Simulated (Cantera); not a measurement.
A Cantera script and what it prints.

```python
import numpy as np
import cantera as ct

gas_names = """
    CL CL2 H HCL H2 Si SiCL SiCL2 SiCL3 SiCL4 SiH SiHCL3 SiH2 SiH2CL2 SiH3 SiH3CL SiH4 Si2 Si3
""".split()
cond_names = """
    Si(cr) Si(L)
""".split()


# ... load() reads the species with a 1 bar reference pressure and builds the phases ...
atoms = {
    'SiCl4': {'Si': 1, 'CL': 4},
    'H2': {'H': 2},
}
top_T = {}  # K; cautious upper limits of use, not melting points


# ... equilibrate(T, P, feed) seeds the gas with the atoms and calls Mixture.equilibrate('TP', solver="vcs", rtol=1e-11, max_steps=5000) ...
results = []
feed = {'SiCl4': 1, 'H2': 9.6}  # mol
P = 1900000  # Pa
for T in [848, 948, 1048, 1148, 1248, 1348, 1448, 1548, 1648]:
    mix = equilibrate(T, P, feed)
    results.append((T, P, feed, dict(zip(mix.species_names, mix.species_moles))))

top = {s: max(r[3][s] / sum(r[3][g] for g in gas_names) for r in results) for s in gas_names}
cols = sorted((s for s in top if top[s] > 1e-05), key=lambda s: -top[s])[:9]
seen = [c for c in cond_names if any(r[3].get(c, 0) > 1e-12 for r in results)]
print("log10 of partial pressures in bar; condensed amounts in mol")
print(f"{'T/K':>10s}" + "".join(f"{s[:9]:>10s}" for s in cols + seen))
for T, P, feed, n in results:
    ng = sum(n[g] for g in gas_names)
    print(f"{T:10.4g}" + "".join(f"{np.log10(max(n[s] / ng * P / 1e5, 1e-99)):10.3f}" for s in cols)
          + "".join(f"{n.get(c, 0):10.4g}" for c in seen))
```

It prints:

```
log10 of partial pressures in bar; condensed amounts in mol
       T/K        H2       HCL     SiCL4    SiHCL3     SiCL2     SiCL3   SiH2CL2    SiH3CL         H
       848     1.230    -0.675     0.200    -0.685    -6.467    -4.063    -2.627    -5.193   -10.105
       948     1.227    -0.468     0.164    -0.488    -4.970    -3.167    -2.134    -4.384    -8.667
      1048     1.223    -0.306     0.119    -0.342    -3.772    -2.458    -1.748    -3.738    -7.501
      1148     1.219    -0.175     0.065    -0.238    -2.800    -1.889    -1.444    -3.220    -6.536
      1248     1.214    -0.066     0.002    -0.171    -2.009    -1.432    -1.211    -2.809    -5.724
      1348     1.208     0.032    -0.073    -0.143    -1.372    -1.073    -1.050    -2.503    -5.032
      1448     1.201     0.128    -0.167    -0.161    -0.880    -0.806    -0.966    -2.308    -4.435
      1548     1.193     0.221    -0.290    -0.232    -0.520    -0.628    -0.961    -2.219    -3.915
      1648     1.183     0.306    -0.454    -0.354    -0.269    -0.533    -1.022    -2.212    -3.459
```

Cantera equilibrium calculation (NASA polynomials, part measured and part estimated; ideal gas, pure solids and liquids). The tables' values for SiCl3 are old estimates; treat these amounts as uncertain.
